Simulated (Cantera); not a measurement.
A closed system holds: 1 mol TiCl4, a varied amount of O2, 23 mol H2, at 1175 K and 91.0 Pa.

These are equilibrium values from Cantera (NASA tables, ideal gas, pure condensed phases), not measurements of a reactor. Candidate condensed phases: H2O, Ti, TiCl2, TiCl3, TiCl4, TiO, TiO2, Ti2O3, Ti3O5, Ti4O7; 23 gas species. Mutual solubility and eutectic melting of coexisting phases are not modelled. The tables' values for TiCl2 are old estimates; treat these amounts as uncertain. TiO: taken at fixed stoichiometry. Condensed phases not in the tables: Magnéli phases beyond Ti4O7, TiOCl. The numbers say what is thermodynamically allowed, not how fast it happens.

x: gas mole fraction; n: condensed amount in mol.

```
n(O2) (mol)   x H2    x H2O   x HCl   x TiCl3  n TiO(s)  n Ti2O3(s)  n TiO2(rutile)  n Ti4O7(s)
-----------  -----  -------  ------  --------  --------  ----------  --------------  ----------
0.062        0.911  9.56e-8  0.0533    0.0328     0.124           0               0           0
0.11         0.907        ?       ?    0.0307         ?           ?               0           0
0.19         0.901  2.04e-7  0.0686    0.0273         0       0.127               0           0
0.32         0.887  4.23e-7  0.0895    0.0202         0       0.213               0           0
0.56         0.861  1.57e-6   0.129   0.00840         0       0.373               0           0
0.98         0.839        ?   0.160         ?         0           0               ?           ?
1.7          0.784   0.0560   0.160  1.22e-10         0           0            1.00           0
3            0.680    0.160   0.160  1.40e-11         0           0            1.00           0
5.1          0.512    0.328   0.160  2.88e-12         0           0            1.00           0
```

Complete the blanks.


- 0.11, x H2O: 1.40e-7
- 0.11, x HCl: 0.0591
- 0.11, n TiO(s): 0.0785
- 0.11, n Ti2O3(s): 0.0472
- 0.98, x H2O: 0.000671
- 0.98, x TiCl3: 8.83e-7
- 0.98, n TiO2(rutile): 0.773
- 0.98, n Ti4O7(s): 0.0567
